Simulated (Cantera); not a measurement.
An adiabatic, constant-pressure homogeneous reactor starts with CO : H₂ : O₂ : N₂ = 1 : 0.15 : 1.44 : 5.4 (molar parts), equivalence ratio 0.40, at 1525 K and 3.20 bar. Integrator tolerance rtol = 1e-08.

Cantera simulation using GRI-Mech 3.0 (53 species, 325 reactions); the numbers are that mechanism's predictions, not measurements. The hydrogen kinetics of GRI-Mech 3.0 are dated; newer H2 mechanisms differ, most at raised pressure.

### Question
What does this change do: pressure from 3.20 bar to 0.860 bar?

### Answer
```csv
quantity,before,after
time of steepest temperature rise,11.3 µs,41.4 µs
temperature at 2.00 s,2484 K,2445 K
equilibrium temperature,2484 K,2445 K
x(CO) at 2.00 s,0.00726 (gas-phase equilibrium 0.00726),0.0109 (gas-phase equilibrium 0.0109)
x(H₂) at 2.00 s,0.000168 (gas-phase equilibrium 0.000168),0.000257 (gas-phase equilibrium 0.000257)
x(O₂) at 2.00 s,0.110 (gas-phase equilibrium 0.110),0.111 (gas-phase equilibrium 0.111)
x(NO₂) at 2.00 s,1.80e-5 (gas-phase equilibrium 1.80e-5),9.18e-6 (gas-phase equilibrium 9.18e-6)
x(O) at 2.00 s,0.00249 (gas-phase equilibrium 0.00249),0.00398 (gas-phase equilibrium 0.00398)
```

### Question
What does this change do: constant volume in place of constant pressure?

### Answer
| quantity | before | after |
|---|---|---|
| time of steepest temperature rise | 11.3 µs | 11.3 µs |
| temperature at 2.00 s | 2484 K | 2634 K |
| equilibrium temperature | 2484 K | 2634 K |
| x(CO) at 2.00 s | 0.00726 (gas-phase equilibrium 0.00726) | 0.0118 (gas-phase equilibrium 0.0118) |
| x(H₂) at 2.00 s | 0.000168 (gas-phase equilibrium 0.000168) | 0.000253 (gas-phase equilibrium 0.000253) |
| x(O₂) at 2.00 s | 0.110 (gas-phase equilibrium 0.110) | 0.109 (gas-phase equilibrium 0.109) |
| x(NO₂) at 2.00 s | 1.80e-5 (gas-phase equilibrium 1.80e-5) | 2.51e-5 (gas-phase equilibrium 2.51e-5) |
| x(O) at 2.00 s | 0.00249 (gas-phase equilibrium 0.00249) | 0.00395 (gas-phase equilibrium 0.00395) |

### Question
What does this change do: initial temperature 1525 to 1073 K?

### Answer
| quantity | before | after |
|---|---|---|
| time of steepest temperature rise | 11.3 µs | 0.411 ms |
| temperature at 2.00 s | 2484 K | 2154 K |
| equilibrium temperature | 2484 K | 2154 K |
| x(CO) at 2.00 s | 0.00726 (gas-phase equilibrium 0.00726) | 0.000979 (gas-phase equilibrium 0.000979) |
| x(H₂) at 2.00 s | 0.000168 (gas-phase equilibrium 0.000168) | 2.80e-5 (gas-phase equilibrium 2.80e-5) |
| x(O₂) at 2.00 s | 0.110 (gas-phase equilibrium 0.110) | 0.113 (gas-phase equilibrium 0.113) |
| x(NO₂) at 2.00 s | 1.80e-5 (gas-phase equilibrium 1.80e-5) | 1.42e-5 (gas-phase equilibrium 1.42e-5) |
| x(O) at 2.00 s | 0.00249 (gas-phase equilibrium 0.00249) | 0.000379 (gas-phase equilibrium 0.000379) |
